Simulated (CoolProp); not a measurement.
The numbers come from the reference Helmholtz-energy equation of state, Setzmann 1991 in CoolProp.

Problem. Give the vapour pressure (bar), vapour density (kg/m³), enthalpy of vaporisation (kJ/kg) of saturated methane at 150.4, 173.9 K.

Solution. 
```
T (K)  p (bar)  vapour density (kg/m³)  enthalpy of vaporisation (kJ/kg)
-----  -------  ----------------------  --------------------------------
150.4     10.6                    16.6                               411
173.9     26.7                    46.2                               295
```
